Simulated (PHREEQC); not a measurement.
Solution (25 °C): 0.0031 mol/kgw HCl and 0.00072 mol/kgw NaCl. Closed to the air; pH follows from the charge balance.

Equilibrium calculation in PHREEQC: ion-association model, wateq4f.dat.

```
quantity             before  after
-------------------  ------  -----
pH                     2.54   3.52
SI of Halite (NaCl)   -7.20  -9.16
```

Q: Which change was made?
(A) NaCl from 0.00072 to 0.00036 mol/kgw
(B) HCl left out
(C) NaCl from 0.00072 to 0.00144 mol/kgw
(D) NaCl replaced by Na2SiF6 at the same molality
(E) diluted 10-fold with water

A: E, diluted 10-fold with water

This is a speciation only: nothing precipitates in the calculation.
